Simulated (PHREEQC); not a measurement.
Solution (81 °C): 0.049 mol/kgw KHCO3, 0.05 mol/kgw NaF and 0.00062 mol/kgw LiCl. Closed to the air; pH follows from the charge balance.

Model: ion-association model, phreeqc.dat, run in PHREEQC.

Q: The ionic strength comes out as 0.0975 mol/kgw. What activity coefficients do CO3-2, K+, NaCO3-, Cl-, Li+ get?

A: CO3-2 0.35, K+ 0.74, NaCO3- 0.76, Cl- 0.74, Li+ 0.78.

No solid was allowed to form. Away from 25 °C the constants follow the database's enthalpies or fits; those with neither stay at their 25 °C values.
